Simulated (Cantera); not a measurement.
A Cantera script and what it prints.

```python
import numpy as np
import cantera as ct

gas_names = """
    O2 H2O
""".split()
cond_names = """
    Li(L) LiH(L) LiOH(L) Li2O(s)
""".split()


# ... load() reads the species with a 1 bar reference pressure and builds the phases ...
species = {s.name: s for s in load("nasa_gas.yaml", gas_names) + load("nasa_condensed.yaml", cond_names)}
T = 1050
g = {n: (s.thermo.h(T) - T * s.thermo.s(T)) / (ct.gas_constant * T * np.log(10)) for n, s in species.items()}
valid = cond_names  # the entries whose range holds T


def stable(la, lb):
    # potentials (over RT ln 10) of the two non-metals from log10 p(O2) and log10 p(H2O) in bar
    mu = {}
    mu["O"] = (g["O2"] + la) / 2
    mu["H"] = (g["H2O"] + lb - 1 * mu["O"]) / 2
    cost = {}
    for n in valid:
        c = species[n].composition
        cost[n] = (g[n] - sum(c.get(e, 0) * m for e, m in mu.items())) / c["Li"]
    return min(cost, key=cost.get)


results = []
for lb in [1, -0.2, -1.5, -2.8, -4, -5.2, -6.5, -7.8, -9, -10.2, -11.5, -12.8, -14]:
    row = [stable(la, lb) for la in [-28, -26.5, -25.1, -23.6, -22.1, -20.6, -19.2, -17.7, -16.2, -14.7, -13.3, -11.8, -10.3, -8.8, -7.4, -5.9, -4.4, -2.9, -1.5, 0]]
    results.append(row)
    print(f"{lb:6.1f}  " + " ".join(f"{valid.index(n):x}" for n in row))
print("key: " + ", ".join(f"{i:x} {n}" for i, n in enumerate(valid)))
```

Output:

```
   1.0  2 2 2 2 2 2 2 2 2 2 2 2 2 2 2 2 2 2 2 2
  -0.2  2 2 2 2 2 2 2 2 2 2 2 2 2 2 2 2 2 2 2 2
  -1.5  3 3 3 3 3 3 3 3 3 3 3 3 3 3 3 3 3 3 3 3
  -2.8  3 3 3 3 3 3 3 3 3 3 3 3 3 3 3 3 3 3 3 3
  -4.0  3 3 3 3 3 3 3 3 3 3 3 3 3 3 3 3 3 3 3 3
  -5.2  3 3 3 3 3 3 3 3 3 3 3 3 3 3 3 3 3 3 3 3
  -6.5  3 3 3 3 3 3 3 3 3 3 3 3 3 3 3 3 3 3 3 3
  -7.8  3 3 3 3 3 3 3 3 3 3 3 3 3 3 3 3 3 3 3 3
  -9.0  3 3 3 3 3 3 3 3 3 3 3 3 3 3 3 3 3 3 3 3
 -10.2  3 3 3 3 3 3 3 3 3 3 3 3 3 3 3 3 3 3 3 3
 -11.5  3 3 3 3 3 3 3 3 3 3 3 3 3 3 3 3 3 3 3 3
 -12.8  3 3 3 3 3 3 3 3 3 3 3 3 3 3 3 3 3 3 3 3
 -14.0  3 3 3 3 3 3 3 3 3 3 3 3 3 3 3 3 3 3 3 3
key: 0 Li(L), 1 LiH(L), 2 LiOH(L), 3 Li2O(s)
```

Source: NASA polynomial tables (part measured, part estimated), evaluated in Cantera. Not in the tables: the peroxide. Part of the grid cannot be reached: there another gas would pass 10 bar, or a non-metal would condense.
